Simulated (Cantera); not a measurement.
# Oxide etching and cleaning by halides: MgO + F2

Charge: 1 mol MgO, 16 mol F2, equilibrated at 100000 Pa.

Method: chemical equilibrium by Gibbs-energy minimisation in Cantera with the NASA 1993 tables (ideal gas, pure condensed phases). Candidate condensed phases: Mg, MgF2, MgO; 14 gas species. Rates play no part.

| T (K) | x F2 | x F | x O2 | x MgF2 | x FO | x O | x FO2 | x Mg2F4 | n MgF2(s) | n MgF2(l) |
|---|---|---|---|---|---|---|---|---|---|---|
| 600 | 0.968 | 0.000138 | 0.0322 | <1e-12 | 2.80e-10 | <1e-12 | 8.63e-6 | <1e-12 | 1.00 | 0 |
| 700 | 0.966 | 0.00142 | 0.0322 | <1e-12 | 6.35e-9 | <1e-12 | 1.25e-5 | <1e-12 | 1.00 | 0 |
| 800 | 0.960 | 0.00814 | 0.0321 | <1e-12 | 6.58e-8 | <1e-12 | 1.64e-5 | <1e-12 | 1.00 | 0 |
| 900 | 0.937 | 0.0316 | 0.0317 | <1e-12 | 4.01e-7 | <1e-12 | 2.00e-5 | <1e-12 | 1.00 | 0 |
| 1000 | 0.877 | 0.0919 | 0.0307 | 1.46e-11 | 1.64e-6 | 2.76e-11 | 2.24e-5 | <1e-12 | 1.00 | 0 |
| 1100 | 0.760 | 0.211 | 0.0288 | 9.50e-10 | 4.90e-6 | 4.24e-10 | 2.27e-5 | <1e-12 | 1.00 | 0 |
| 1200 | 0.582 | 0.392 | 0.0259 | 3.02e-8 | 1.10e-5 | 4.03e-9 | 2.02e-5 | <1e-12 | 1.000 | 0 |
| 1300 | 0.378 | 0.600 | 0.0226 | 5.52e-7 | 1.92e-5 | 2.66e-8 | 1.58e-5 | 3.01e-11 | 1.000 | 0 |
| 1400 | 0.208 | 0.772 | 0.0198 | 6.56e-6 | 2.76e-5 | 1.33e-7 | 1.13e-5 | 8.24e-10 | 1.000 | 0 |
| 1500 | 0.104 | 0.878 | 0.0181 | 5.52e-5 | 3.48e-5 | 5.45e-7 | 7.86e-6 | 1.42e-8 | 0.998 | 0 |
| 1600 | 0.0505 | 0.932 | 0.0172 | 0.000292 | 4.11e-5 | 1.90e-6 | 5.60e-6 | 1.17e-7 | 0 | 0.992 |
| 1700 | 0.0254 | 0.957 | 0.0168 | 0.00113 | 4.66e-5 | 5.79e-6 | 4.12e-6 | 6.02e-7 | 0 | 0.966 |
| 1800 | 0.0134 | 0.966 | 0.0165 | 0.00373 | 5.17e-5 | 1.56e-5 | 3.12e-6 | 2.52e-6 | 0 | 0.887 |
| 1900 | 0.00740 | 0.966 | 0.0163 | 0.0107 | 5.61e-5 | 3.81e-5 | 2.40e-6 | 8.91e-6 | 0 | 0.672 |
x: gas mole fraction; n: condensed amount in mol.

From 600 K to 1500 K the condensed part is MgF2(s). From 1600 K to 1900 K the condensed part is MgF2(l).
